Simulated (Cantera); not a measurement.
Feed: 1 mol Fe, 0.13 mol CO2, 160 mol N2, equilibrated at 10.0 mbar.

Method: chemical equilibrium by Gibbs-energy minimisation in Cantera with the NASA 1993 tables (ideal gas, pure condensed phases). Candidate condensed phases: C, Fe, Fe(CO)5, FeO, Fe2O3, Fe3O4; 27 gas species. Mutual solubility and eutectic melting of coexisting phases are not modelled. The tables' stoichiometric FeO is somewhat more stable than real wüstite, so its field is too wide. FeO: taken at fixed stoichiometry. Rates play no part.

### Question
Which condensed phases are stable at each of these points (T (K)): 1075, 1125, 1175, 1225, 1275, 1325, 1375, 1425, 1475, 1525, 1575, 1625, 1675?

### Answer
```tsv
T (K)	condensed phases	Fe condensed (%)
1075	Fe(α) + FeO(s)	100.0
1125	Fe(α) + FeO(s)	100.0
1175	Fe(α) + FeO(s)	100.0
1225	Fe(γ) + FeO(s)	100.0
1275	Fe(γ) + FeO(s)	100.0
1325	Fe(γ) + FeO(s)	100.0
1375	Fe(γ) + FeO(s)	100.0
1425	Fe(γ) + FeO(s)	100.0
1475	Fe(γ) + FeO(s)	99.9
1525	Fe(γ) + FeO(s)	99.6
1575	Fe(γ) + FeO(s)	98.9
1625	Fe(γ) + FeO(s)	97.2
1675	Fe(δ) + FeO(l)	93.3
```

From 1075 K to 1175 K the condensed part is Fe(α) + FeO(s). From 1225 K to 1625 K the condensed part is Fe(γ) + FeO(s). At 1675 K the condensed part is Fe(δ) + FeO(l).
